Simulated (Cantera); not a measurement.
Feed: 1 mol SiC, 0.72 mol H2O, 3.1 mol N2, equilibrated at 1075 °C and 4.70 bar.

Method: chemical equilibrium by Gibbs-energy minimisation in Cantera with the NASA 1993 tables (ideal gas, pure condensed phases). Candidate condensed phases: C, C6H6, C7H8, C8H18, H2O, Si, SiC, SiO2, Si2N2O, Si3N4; 151 gas species. N2 is the only nitrogen source here; it is nearly inert below about 1500 K, so the nitride shown seldom forms there in practice. Mutual solubility and eutectic melting of coexisting phases are not modelled. The tables hold silica as quartz up to 1696 K and as liquid above; real silica turns to tridymite and cristobalite and melts near 1996 K. Kinetics and transport are ignored.

Q: What is the equilibrium state?

A: x(N2): 0.763
x(H2): 0.206
x(CO): 0.0300
x(CH4): 0.00116
x(H2O): 0.000169
x(HCN): 0.000127
x(NH3): 3.94e-5
x(CO2): 1.26e-5
x(HNC): 1.24e-6
n(C(graphite)): 0.892 mol
n(SiO2(β-quartz)): 0.0771 mol
n(Si2N2O(s)): 0.461 mol
gas amount: 3.458 mol
log10 activity of Si(s) (absent): -6.37
